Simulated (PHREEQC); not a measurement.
1 kg of water meets 20 L of dry gas (CO2 0.37, N2 0.63 by moles) at fixed total pressure, at 25 °C; fugacities by Peng-Robinson. The gases take part in no redox reaction, some water evaporates into the gas, and hydrates or a liquid gas phase aren't modelled. Nothing may precipitate in this run.

Equilibrium calculation in PHREEQC: ion-association model, phreeqc.dat.

```
P (atm)  dissolved CO2 (all carbonate carbon) (mol/kgw)  φ of CO2  p of CO2 (atm)
-------  ----------------------------------------------  --------  --------------
1                                                0.0119     0.995           0.349
2                                                0.0240     0.990           0.710
3                                                0.0360     0.986            1.07
5                                                0.0595     0.976            1.79
7.5                                              0.0882     0.965            2.70
10                                                0.116     0.953            3.60
15                                                0.169     0.931            5.41
20                                                0.220     0.909            7.23
30                                                0.311     0.867            10.9
40                                                0.392     0.826            14.5
```
